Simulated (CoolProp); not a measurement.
Saturation properties of C2F6 (R116).

The numbers come from the reference Helmholtz-energy equation of state, Lemmon 2006 in CoolProp. It is a short technical equation, of lower accuracy than the large ones.

```tsv
T (°C)	p (MPa)	surface tension (mN/m)	liquid viscosity (µPa s)	vapour viscosity (µPa s)	liquid conductivity (mW/(m K))
-93.35	0.04112	13.2	573	8.43	82.3
-89.05	0.05397	12.6	523	8.63	80.6
-84.85	0.06940	12.0	481	8.82	78.8
-80.55	0.08861	11.4	443	___	77.1
-76.35	___	10.8	410	9.20	75.4
-72.05	0.1386	10.2	379	___	73.7
-67.85	0.1703	9.66	352	___	72.0
-63.55	0.2081	___	___	9.77	70.3
```

Problem. What belongs in the gaps?

Solution. 
- -80.55, vapour viscosity (µPa s): 9.01
- -76.35, p (MPa): 0.1112
- -72.05, vapour viscosity (µPa s): 9.39
- -67.85, vapour viscosity (µPa s): 9.58
- -63.55, surface tension (mN/m): 9.09
- -63.55, liquid viscosity (µPa s): 327

It boils at -78.1 °C under 1 atm.

Viscosity comes from a separate model (Huber 2003), an estimate that may be off by 10 % or more. Thermal conductivity comes from a separate model (Huber 2003), an estimate that may be off by 10 % or more. Surface tension comes from a separate correlation (Mulero 2012).
